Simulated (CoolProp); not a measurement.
Vapour pressure (MPa) of m-xylene: the reference equation beside estimates from Tc = 343.7 °C, pc = 3.535 MPa, ω = 0.326. Clausius-Clapeyron is anchored at 259.15 °C with a constant enthalpy of vaporisation of 25.87 kJ/mol.

Values from CoolProp's reference Helmholtz-energy equation of state, Zhou 2012.

| T (°C) | reference | Clausius-Clapeyron | van der Waals | Redlich-Kwong | Soave-Redlich-Kwong | Peng-Robinson |
|---|---|---|---|---|---|---|
| 211.55 | 0.5102 | 0.6404 | 1.246 | 0.7637 | 0.5170 | 0.5107 |
| 218.35 | 0.5779 | 0.6999 | 1.330 | 0.8443 | 0.5862 | 0.5788 |
| 225.15 | 0.6521 | 0.7630 | 1.417 | 0.9307 | 0.6623 | 0.6536 |
| 231.95 | 0.7334 | 0.8299 | 1.507 | 1.023 | 0.7455 | 0.7356 |
| 238.75 | 0.8220 | 0.9007 | 1.601 | 1.121 | 0.8364 | 0.8251 |
| 245.55 | 0.9185 | 0.9754 | 1.699 | 1.226 | 0.9352 | 0.9226 |
| 252.35 | 1.023 | 1.054 | 1.800 | 1.337 | 1.043 | 1.029 |
| 259.15 | 1.137 | 1.137 | 1.906 | 1.454 | 1.159 | 1.143 |
| 266.05 | 1.262 | 1.225 | 2.016 | 1.581 | 1.286 | 1.270 |
| 272.85 | 1.395 | 1.317 | 2.128 | 1.712 | 1.422 | 1.404 |
| 279.65 | 1.538 | 1.412 | 2.245 | 1.851 | 1.567 | 1.549 |
| 286.45 | 1.692 | 1.512 | 2.365 | 1.996 | 1.724 | 1.705 |
| 293.25 | 1.858 | 1.617 | 2.489 | 2.150 | 1.892 | 1.872 |
| 300.05 | 2.036 | 1.725 | 2.617 | 2.310 | 2.071 | 2.052 |

Absolute difference from the reference over all 14 rows, mean and median: Clausius-Clapeyron 10.8 and 10.1 %, van der Waals 77.2 and 71.8 %, Redlich-Kwong 30.1 and 29.3 %, Soave-Redlich-Kwong 1.8 and 1.8 %, Peng-Robinson 0.5 and 0.6 %.
